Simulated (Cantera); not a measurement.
**Equilibrium for boron, boron nitride and boron oxide: borazine + H₂O + H₂**

Charge: 1 mol borazine, 0.92 mol H₂O, 38 mol H₂, held at 0.0100 bar.

Cantera equilibrium calculation (NASA polynomials, part measured and part estimated; ideal gas, pure solids and liquids). Candidate condensed phases: B, BN, B₂O₃, B₃O₃H₃, H₂O; 39 gas species. The feed counts by its element totals alone. Mutual solubility and eutectic melting of coexisting phases are not modelled. The tables' values for BH₂ are old estimates; treat these amounts as uncertain. Kinetics and transport are ignored.

```
T (°C)  log p H₂  log p H  log p N₂  log p HBO  log p BO  log p BH₂  n BN(s)  n B(s)
------  --------  -------  --------  ---------  --------  ---------  -------  ------
1502       -2.01    -4.55     -3.98      -3.76     -5.03      -6.78     2.09       0
1577       -2.02    -4.28     -3.97      -3.76     -4.79      -6.26     2.08       0
1652       -2.02    -4.03     -3.97      -3.77     -4.59      -5.78     2.07       0
1727       -2.02    -3.80     -3.93      -3.80     -4.42      -5.35     1.98  0.0777
1802       -2.04    -3.59     -3.47      -3.85     -4.27      -5.19        0    2.04
1877       -2.04    -3.40     -3.48      -3.90     -4.15      -5.03        0    2.02
1952       -2.05    -3.22     -3.48      -3.97     -4.06      -4.88        0    1.99
2027       -2.07    -3.05     -3.49      -4.05     -3.98      -4.75        0    1.93
```
log p: log10 of the partial pressure in bar; n: condensed amount in mol.

From 1502 °C to 1652 °C the condensed part is BN(s). At 1727 °C the condensed part is B(s) + BN(s). From 1802 °C to 2027 °C the condensed part is B(s). The main B-bearing gas is HBO at 1502 °C and BO at 2027 °C. The share of B in condensed phases is highest at 1502 °C (69.8 %) and lowest at 2027 °C (64.4 %).
